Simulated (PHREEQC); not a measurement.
Dissolve 7.5e-05 mol CaSO4 and 0.012 mol Na2SO4 per kg of water at 25 °C. Closed to the air; pH follows from the charge balance.

Equilibrium calculation in PHREEQC: ion-association model, phreeqc.dat.

Task: The ionic strength comes out as 0.0348 mol/kgw. What activity coefficients do Na+, Ca+2, NaSO4-, SO4-2 get?

Result: Na+ 0.85, Ca+2 0.52, NaSO4- 0.85, SO4-2 0.51.

This is a speciation only: nothing precipitates in the calculation.
